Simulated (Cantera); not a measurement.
Input (Python, Cantera):

```python
import numpy as np
import cantera as ct

gas = ct.Solution("gri30.yaml")
gas.TPX = 575, 410000, {'CO': 1, 'H2': 0.036, 'O2': 0.518, 'N2': 2.33, 'H2O': 0.8}
flame = ct.FreeFlame(gas, width=0.015)
flame.set_refine_criteria(ratio=3, slope=0.08, curve=0.16)
flame.transport_model = "mixture-averaged"
flame.solve(loglevel=0, auto=True)
z, T = flame.grid, flame.T
thick = (T[-1] - T[0]) / np.gradient(T, z).max()
show = ['CO', 'H2', 'O2', 'CO2', 'N2O', 'HO2']
print(f"laminar burning velocity  {flame.velocity[0] * 100:.3f} cm/s")
print(f"burnt temperature         {T[-1]:.1f} K")
print(f"thermal thickness         {thick * 1e3:.4f} mm")
print(f"grid points               {len(z)}")
z0 = z[flame.heat_release_rate.argmax()]
print(f"{'z/mm':>9s}{'T/K':>9s}{'u/(m/s)':>9s}" + "".join(f"{s:>11s}" for s in show))
rows = []
for k in (-3, -2, -1.5, -1, -0.5, -0.25, 0, 0.25, 0.5, 1, 2, 4, 8):
    zz = z0 + k * thick
    rows.append([k * thick, np.interp(zz, z, T), np.interp(zz, z, flame.velocity),
                 *(np.interp(zz, z, flame.X[gas.species_index(s)]) for s in show)])
    print(f"{rows[-1][0] * 1e3:9.3f}{rows[-1][1]:9.1f}{rows[-1][2]:9.3f}" + "".join(f"{x:11.3e}" for x in rows[-1][3:]))
```

Output:

```
laminar burning velocity  67.023 cm/s
burnt temperature         2185.2 K
thermal thickness         0.1663 mm
grid points               112
     z/mm      T/K  u/(m/s)         CO         H2         O2        CO2        N2O        HO2
   -0.499    575.1    0.670  2.135e-01  7.595e-03  1.106e-01  9.166e-07  2.555e-12  5.904e-08
   -0.333    575.7    0.671  2.135e-01  7.457e-03  1.106e-01  7.642e-06  2.147e-11  3.920e-07
   -0.249    578.4    0.674  2.134e-01  7.254e-03  1.105e-01  5.450e-05  1.547e-10  2.122e-06
   -0.166    595.9    0.694  2.124e-01  6.832e-03  1.100e-01  5.052e-04  1.451e-09  1.467e-05
   -0.083    778.8    0.904  1.990e-01  5.931e-03  1.025e-01  1.050e-02  3.088e-08  2.228e-04
   -0.042   1106.9    1.266  1.676e-01  5.295e-03  8.524e-02  4.158e-02  1.283e-07  3.572e-04
    0.000   1478.1    1.647  1.157e-01  4.979e-03  5.827e-02  1.001e-01  3.334e-07  1.401e-04
    0.042   1712.8    1.861  7.195e-02  5.709e-03  3.754e-02  1.524e-01  4.500e-07  5.727e-05
    0.083   1841.2    1.973  4.895e-02  6.150e-03  2.699e-02  1.805e-01  4.517e-07  3.060e-05
    0.166   1964.7    2.083  3.240e-02  5.555e-03  1.855e-02  2.008e-01  4.227e-07  1.405e-05
    0.333   2055.6    2.166  2.341e-02  4.108e-03  1.310e-02  2.117e-01  3.833e-07  6.083e-06
    0.665   2115.9    2.220  1.715e-02  2.913e-03  9.366e-03  2.192e-01  3.075e-07  2.700e-06
    1.330   2153.2    2.252  1.288e-02  2.148e-03  6.940e-03  2.242e-01  2.245e-07  1.376e-06
```

Cantera simulation using GRI-Mech 3.0 (53 species, 325 reactions); the numbers are that mechanism's predictions, not measurements. The hydrogen kinetics of GRI-Mech 3.0 are dated; newer H2 mechanisms differ, most at raised pressure. Burning velocities carry a grid error of a few per cent, more on coarse grids.
